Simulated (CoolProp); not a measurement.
Dodecamethylpentasiloxane (MD3M) at several states: Z from the reference equation and from simpler models built on Tc = 628.0 K, pc = 0.9540 MPa, ω = 0.730; each cubic takes its own stable root.

Model: reference Helmholtz-energy equation of state, Thol 2019, in CoolProp.

```tsv
T (K)	p (MPa)	phase	reference
492.2	0.029	gas	0.9686
419.4	1.33	liquid	0.1947
460.8	4.19	liquid	0.5829
```

How far does each simpler model (van der Waals, Soave-Redlich-Kwong, Peng-Robinson) lie from the reference over these 3 states: mean and median of the absolute difference, and the worst?


- van der Waals: mean 47.4 %, median 64.6 %, worst +76.1 % at 419.4 K and 1.33 MPa
- Soave-Redlich-Kwong: mean 7.9 %, median 10.6 %, worst +12.7 % at 419.4 K and 1.33 MPa
- Peng-Robinson: mean 0.7 %, median 0.4 %, worst -1.5 % at 460.8 K and 4.19 MPa
